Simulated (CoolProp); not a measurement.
Values from CoolProp's reference Helmholtz-energy equation of state, Fiedler 2023.

### Question
Give the vapour pressure (kPa), liquid density (kg/m³), liquid cp (kJ/(kg K)), vapour Z of saturated tetrahydrofuran at 404, 436.8, 458.8 K.

### Answer
```json
[
 {"T (K)": "404", "p (kPa)": "567", "liquid density (kg/m³)": "755", "liquid cp (kJ/(kg K))": "2.18", "vapour Z": "0.900"},
 {"T (K)": "436.8", "p (kPa)": "1090", "liquid density (kg/m³)": "708", "liquid cp (kJ/(kg K))": "2.36", "vapour Z": "0.839"},
 {"T (K)": "458.8", "p (kPa)": "1610", "liquid density (kg/m³)": "673", "liquid cp (kJ/(kg K))": "2.52", "vapour Z": "0.786"}
]
```
